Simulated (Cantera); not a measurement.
An isothermal, constant-pressure homogeneous reactor starts with 1.65 % H₂, 63.5 % O₂, 34.9 % N₂, at 1150 K and 12.0 Torr.

Computed with Cantera and the H2/O2 subset of GRI-Mech 3.0, which has no nitrogen chemistry. Radical loss at walls, strong at low pressure, is not modelled.

One state of this run: x H₂ = 7.11e-5; x O₂ = 0.627; x HO₂ = 1.36e-6; x H₂O = 0.0160; x H = 0.000452. x: mole fraction; the columns are a selection and need not sum to one.

**Question.** Which value of t (s) does it belong to?
(A) 0.0237
(B) 8.00e-5
(C) 0.719
(D) 0.0738

**Answer.** D, 0.0738
